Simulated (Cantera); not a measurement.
Feed: 1 mol SiHCl₃, 0.16 mol NH₃, 31 mol H₂, held at 1300 °C and 100 Torr.

Method: chemical equilibrium by Gibbs-energy minimisation in Cantera with the NASA 1993 tables (ideal gas, pure condensed phases). Candidate condensed phases: NH₄Cl, Si, Si₃N₄; 28 gas species. Mutual solubility and eutectic melting of coexisting phases are not modelled. The tables' values for SiCl₃ are old estimates; treat these amounts as uncertain. The numbers say what is thermodynamically allowed, not how fast it happens.

Base state: H₂ 0.923, HCl 0.0609, SiCl₂ 0.0136, N₂ 0.00140, SiCl₃ 0.000501, H 0.000107, SiHCl₃ 9.75e-5, SiCl₄ 4.85e-5 (mole fractions); condensed: Si(s) + Si₃N₄(s).

What changes in the equilibrium state with this change: 1.8 mol Cl₂ added?


```tsv
species	before	after
H₂	0.923	0.841
HCl	0.0609	0.128
SiCl₂	0.0136	0.0256
SiCl₄	4.85e-5	0.000441
SiCl₃	0.000501	0.00207
SiHCl₃	9.75e-5	0.000385
Si(s), mol	0.474	0
Si₃N₄(s), mol	0.0167	0
```

What changes in the equilibrium state with this change: pressure from 100 Torr to 2.25 Torr?


```tsv
species	before	after
H₂	0.923	0.921
HCl	0.0609	0.0617
SiCl₂	0.0136	0.0140
N₂	0.00140	0.00240
Si	4.14e-7	1.84e-5
SiH₂Cl₂	3.23e-5	7.47e-7
SiHCl₃	9.75e-5	2.29e-6
SiCl₄	4.85e-5	1.16e-6
Cl	5.62e-6	3.80e-5
Si(s), mol	0.474	0.529
Si₃N₄(s), mol	0.0167	0
```
The tables' values for SiCl₃, SiCl are old estimates; treat these amounts as uncertain.
